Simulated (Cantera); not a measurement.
**Pyrogenic steam for wet oxidation**

A perfectly stirred reactor is fed with H2 : O2 : N2 = 1.4 : 1 : 5 (molar parts), equivalence ratio 0.70, at 0.306 atm; it is held at 1100 K, and followed from long to short residence time.

Computed with Cantera and the H2/O2 subset of GRI-Mech 3.0, which has no nitrogen chemistry. The temperature is held fixed by assumption; the heat of reaction is taken as removed at once.

```
τ (s)        x H2    x O2    x HO2       x O  x H2O       x H   x H2O2
-------  --------  ------  -------  --------  -----  --------  -------
1.2      0.000370  0.0449  7.02e-6   2.30e-5  0.208   1.11e-5  9.06e-7
0.55     0.000609  0.0450  9.43e-6   4.04e-5  0.208   2.41e-5  1.20e-6
0.25     0.000997  0.0452  1.20e-5   7.05e-5  0.208   5.28e-5  1.52e-6
0.11      0.00164  0.0454  1.46e-5  0.000124  0.207  0.000119  1.85e-6
0.049     0.00265  0.0459  1.70e-5  0.000212  0.206  0.000263  2.12e-6
0.022     0.00422  0.0466  1.90e-5  0.000354  0.204  0.000570  2.34e-6
0.0099    0.00664  0.0477  2.08e-5  0.000579  0.200   0.00121  2.47e-6
0.0044     0.0104  0.0496  2.24e-5  0.000936  0.195   0.00255  2.53e-6
0.0020     0.0160  0.0524  2.38e-5   0.00146  0.187   0.00506  2.51e-6
0.00089    0.0244  0.0569  2.54e-5   0.00225  0.175   0.00964  2.42e-6
```
x: mole fraction; the columns are a selection and need not sum to one.
